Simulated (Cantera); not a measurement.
# Equilibrium for hydrogen reduction and annealing atmospheres: TiO2 + H2 + N2

Charge: 1 mol TiO2, 690 mol H2, 57 mol N2, equilibrated at 1330 Pa.

Method: chemical equilibrium by Gibbs-energy minimisation in Cantera with the NASA 1993 tables (ideal gas, pure condensed phases). Candidate condensed phases: H2O, Ti, TiN, TiO, TiO2, Ti2O3, Ti3O5, Ti4O7; 27 gas species. Rates play no part.

```json
[
 {"T (°C)": "1075", "x H2": "0.923", "x N2": "0.0763", "x H": "1.93e-5", "x H2O": "0.000446", "x TiO": "<1e-12", "x TiO2": "<1e-12", "n Ti3O5(s)": "0.333", "n Ti2O3(s)": "0"},
 {"T (°C)": "1175", "x H2": "0.923", "x N2": "0.0763", "x H": "7.67e-5", "x H2O": "0.000446", "x TiO": "1.16e-11", "x TiO2": "5.05e-12", "n Ti3O5(s)": "0.333", "n Ti2O3(s)": "0"},
 {"T (°C)": "1275", "x H2": "0.923", "x N2": "0.0763", "x H": "0.000256", "x H2O": "0.000446", "x TiO": "4.45e-10", "x TiO2": "1.07e-10", "n Ti3O5(s)": "0.333", "n Ti2O3(s)": "0"},
 {"T (°C)": "1375", "x H2": "0.922", "x N2": "0.0763", "x H": "0.000741", "x H2O": "0.000669", "x TiO": "8.10e-9", "x TiO2": "1.75e-9", "n Ti3O5(s)": "0", "n Ti2O3(s)": "0.500"},
 {"T (°C)": "1475", "x H2": "0.921", "x N2": "0.0762", "x H": "0.00190", "x H2O": "0.000669", "x TiO": "1.24e-7", "x TiO2": "1.71e-8", "n Ti3O5(s)": "0", "n Ti2O3(s)": "0.500"},
 {"T (°C)": "1575", "x H2": "0.919", "x N2": "0.0761", "x H": "0.00440", "x H2O": "0.000668", "x TiO": "1.40e-6", "x TiO2": "1.28e-7", "n Ti3O5(s)": "0", "n Ti2O3(s)": "0.499"},
 {"T (°C)": "1675", "x H2": "0.914", "x N2": "0.0759", "x H": "0.00936", "x H2O": "0.000672", "x TiO": "1.21e-5", "x TiO2": "7.83e-7", "n Ti3O5(s)": "0", "n Ti2O3(s)": "0.495"}
]
```
x: gas mole fraction; n: condensed amount in mol.

From 1075 °C to 1275 °C the condensed part is Ti3O5(s). From 1375 °C to 1675 °C the condensed part is Ti2O3(s).
